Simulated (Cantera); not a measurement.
Feed: 1 mol TiCl4, 9.7 mol CH4, 68 mol H2, held at 75.0 Torr.

Equilibrium computed with Cantera from the NASA thermochemical tables; the gas is ideal and each condensed phase is pure. Candidate condensed phases: C, C6H6, C7H8, C8H18, Ti, TiC, TiCl2, TiCl3, TiCl4; 96 gas species. TiC: taken at fixed stoichiometry. Equilibrium is a limit: real reactors are often held back by kinetics, nucleation or transport.

Task: At 1498 K, list the 5 most abundant gas species with their mole fractions, and the condensed phases.

Result: H2 0.955, HCl 0.0447, CH4 0.000237, H 5.31e-5, TiCl3 1.04e-5. Condensed: C(graphite) + TiC(s).
